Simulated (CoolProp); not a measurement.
Vapour-liquid equilibrium of R22 (1) + R114 (2) at 284.5 K; x and y are mole fractions of (1).

Computed with CoolProp (multi-fluid Helmholtz-energy mixture model, Kamei 1995 and Platzer 1990; pair parameters Bell 2016). This equation is an older, rougher fit; its heat capacities, sound speeds and derivatives of the liquid may be far off and weren't checked against measurements.

Task: Give the bubble pressure and the first vapour's composition at x = 0.35, 0.5, 0.575. Is there an azeotrope?

Result: x = 0.35: 3.896 bar, y = 0.730; x = 0.5: 4.633 bar, y = 0.807; x = 0.575: 4.985 bar, y = 0.839. No azeotrope shows between x = 0.05 and 0.95.

The pair parameters rest on a limited set of measurements; away from them the model extrapolates.
